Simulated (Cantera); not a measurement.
Input (Python, Cantera) and output of one run.

```python
import numpy as np
import cantera as ct

gas_names = [...]  # 114 gases of nasa_gas.yaml made of C, Fe, H, O
cond_names = """
    C(gr) C6H6(L) C7H8(L) C8H18(L),n-octa Fe(a) Fe(c) Fe(d) Fe(L) FeC5O5(L) FeO(s) FeO(L) Fe(OH)2(s)
    Fe(OH)3(s) Fe2O3(s) Fe3O4(s) H2O(s) H2O(L)
""".split()


# ... load() reads the species with a 1 bar reference pressure and builds the phases ...
atoms = {
    'Fe3O4': {'Fe': 3, 'O': 4},
    'CO': {'C': 1, 'O': 1},
    'H2': {'H': 2},
}
top_T = {'C(gr)': 4500, 'Fe2O3(s)': 1830, 'Fe3O4(s)': 1870}  # K; cautious upper limits of use, not melting points


# ... equilibrate(T, P, feed) seeds the gas with the atoms and calls Mixture.equilibrate('TP', solver="vcs", rtol=1e-11, max_steps=5000) ...
results = []
P = 13332.2  # Pa
for T in [2248, 2273, 2298, 2323, 2348, 2373, 2398, 2423, 2448, 2473, 2498, 2523, 2548]:
    for m in [0.83, 1.2, 1.6, 1.9, 2.3, 2.7, 3, 3.4, 3.8, 4.1]:
        feed = {'Fe3O4': 1, 'CO': m, 'H2': 9.8}  # mol
        mix = equilibrate(T, P, feed)
        results.append((T, P, feed, dict(zip(mix.species_names, mix.species_moles))))

for T, P, feed, n in results:
    print(f"{T:7g} {feed['CO']:10.4g}  " + (" + ".join(c for c in cond_names if n.get(c, 0) > 1e-12) or "gas only"))
```

Result:

```
   2248       0.83  Fe(L) + FeO(L)
   2248        1.2  Fe(L) + FeO(L)
   2248        1.6  Fe(L) + FeO(L)
   2248        1.9  Fe(L) + FeO(L)
   2248        2.3  Fe(L) + FeO(L)
   2248        2.7  Fe(L) + FeO(L)
   2248          3  Fe(L) + FeO(L)
   2248        3.4  Fe(L) + FeO(L)
   2248        3.8  Fe(L) + FeO(L)
   2248        4.1  Fe(L) + FeO(L)
   2273       0.83  Fe(L) + FeO(L)
   2273        1.2  Fe(L) + FeO(L)
   2273        1.6  Fe(L) + FeO(L)
   2273        1.9  Fe(L) + FeO(L)
   2273        2.3  Fe(L) + FeO(L)
   2273        2.7  Fe(L) + FeO(L)
   2273          3  Fe(L) + FeO(L)
   2273        3.4  Fe(L) + FeO(L)
   2273        3.8  Fe(L) + FeO(L)
   2273        4.1  Fe(L) + FeO(L)
   2298       0.83  Fe(L) + FeO(L)
   2298        1.2  Fe(L) + FeO(L)
   2298        1.6  Fe(L) + FeO(L)
   2298        1.9  Fe(L) + FeO(L)
   2298        2.3  Fe(L) + FeO(L)
   2298        2.7  Fe(L) + FeO(L)
   2298          3  Fe(L) + FeO(L)
   2298        3.4  Fe(L) + FeO(L)
   2298        3.8  Fe(L) + FeO(L)
   2298        4.1  Fe(L) + FeO(L)
   2323       0.83  Fe(L) + FeO(L)
   2323        1.2  Fe(L) + FeO(L)
   2323        1.6  Fe(L) + FeO(L)
   2323        1.9  Fe(L) + FeO(L)
   2323        2.3  Fe(L) + FeO(L)
   2323        2.7  Fe(L) + FeO(L)
   2323          3  Fe(L) + FeO(L)
   2323        3.4  Fe(L) + FeO(L)
   2323        3.8  Fe(L) + FeO(L)
   2323        4.1  Fe(L) + FeO(L)
   2348       0.83  Fe(L) + FeO(L)
   2348        1.2  Fe(L) + FeO(L)
   2348        1.6  Fe(L) + FeO(L)
   2348        1.9  Fe(L) + FeO(L)
   2348        2.3  Fe(L) + FeO(L)
   2348        2.7  Fe(L) + FeO(L)
   2348          3  Fe(L) + FeO(L)
   2348        3.4  Fe(L) + FeO(L)
   2348        3.8  Fe(L) + FeO(L)
   2348        4.1  Fe(L) + FeO(L)
   2373       0.83  Fe(L) + FeO(L)
   2373        1.2  Fe(L) + FeO(L)
   2373        1.6  Fe(L) + FeO(L)
   2373        1.9  Fe(L) + FeO(L)
   2373        2.3  Fe(L) + FeO(L)
   2373        2.7  Fe(L) + FeO(L)
   2373          3  Fe(L) + FeO(L)
   2373        3.4  Fe(L) + FeO(L)
   2373        3.8  Fe(L) + FeO(L)
   2373        4.1  Fe(L) + FeO(L)
   2398       0.83  Fe(L) + FeO(L)
   2398        1.2  Fe(L) + FeO(L)
   2398        1.6  Fe(L) + FeO(L)
   2398        1.9  Fe(L) + FeO(L)
   2398        2.3  Fe(L) + FeO(L)
   2398        2.7  Fe(L) + FeO(L)
   2398          3  Fe(L) + FeO(L)
   2398        3.4  Fe(L) + FeO(L)
   2398        3.8  Fe(L) + FeO(L)
   2398        4.1  Fe(L) + FeO(L)
   2423       0.83  Fe(L) + FeO(L)
   2423        1.2  Fe(L) + FeO(L)
   2423        1.6  Fe(L) + FeO(L)
   2423        1.9  Fe(L) + FeO(L)
   2423        2.3  Fe(L) + FeO(L)
   2423        2.7  Fe(L) + FeO(L)
   2423          3  Fe(L) + FeO(L)
   2423        3.4  Fe(L) + FeO(L)
   2423        3.8  Fe(L) + FeO(L)
   2423        4.1  Fe(L) + FeO(L)
   2448       0.83  Fe(L) + FeO(L)
   2448        1.2  Fe(L) + FeO(L)
   2448        1.6  Fe(L) + FeO(L)
   2448        1.9  Fe(L) + FeO(L)
   2448        2.3  Fe(L) + FeO(L)
   2448        2.7  FeO(L)
   2448          3  FeO(L)
   2448        3.4  FeO(L)
   2448        3.8  FeO(L)
   2448        4.1  FeO(L)
   2473       0.83  FeO(L)
   2473        1.2  FeO(L)
   2473        1.6  FeO(L)
   2473        1.9  FeO(L)
   2473        2.3  FeO(L)
   2473        2.7  FeO(L)
   2473          3  FeO(L)
   2473        3.4  FeO(L)
   2473        3.8  FeO(L)
   2473        4.1  FeO(L)
   2498       0.83  FeO(L)
   2498        1.2  FeO(L)
   2498        1.6  FeO(L)
   2498        1.9  FeO(L)
   2498        2.3  FeO(L)
   2498        2.7  gas only
   2498          3  gas only
   2498        3.4  gas only
   2498        3.8  gas only
   2498        4.1  gas only
   2523       0.83  FeO(L)
   2523        1.2  gas only
   2523        1.6  gas only
   2523        1.9  gas only
   2523        2.3  gas only
   2523        2.7  gas only
   2523          3  gas only
   2523        3.4  gas only
   2523        3.8  gas only
   2523        4.1  gas only
   2548       0.83  gas only
   2548        1.2  gas only
   2548        1.6  gas only
   2548        1.9  gas only
   2548        2.3  gas only
   2548        2.7  gas only
   2548          3  gas only
   2548        3.4  gas only
   2548        3.8  gas only
   2548        4.1  gas only
```

These are equilibrium values from Cantera (NASA tables, ideal gas, pure condensed phases), not measurements of a reactor. Each liquid is taken as pure. Mutual solubility and eutectic melting of coexisting phases are not modelled. The tables' stoichiometric FeO is somewhat more stable than real wüstite, so its field is too wide. FeO: taken at fixed stoichiometry.
